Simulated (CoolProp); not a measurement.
Vapour-liquid equilibrium of benzene (1) + n-heptane (2) at 484.1 K; x and y are mole fractions of (1).

Values from CoolProp's multi-fluid Helmholtz-energy mixture model, Thol 2012 and Span 2003; pair parameters Bell 2016.

```
x     bubble pressure (kPa)  y at the bubble point  dew pressure at overall composition x (kPa)  liquid density (mol/L)
----  ---------------------  ---------------------  -------------------------------------------  ----------------------
0.05                   1215                  0.068                                         1205                   4.873
0.15                   1288                  0.197                                         1261                   5.084
0.25                   1360                  0.315                                         1320                   5.315
0.35                   1428                  0.422                                         1382                   5.569
0.45                   1491                  0.520                                         1446                   5.852
0.55                   1548                  0.612                                         1510                   6.168
0.65                   1598                  0.698                                         1571                   6.524
0.75                   1641                  0.782                                         1625                   6.927
0.85                   1675                  0.867                                         1669                   7.383
0.95                   1700                  0.954                                         1699                   7.901
```

No azeotrope shows between x = 0.05 and 0.95.

Pair parameters are fitted to limited data, so mixtures are less certain than the pure fluids.
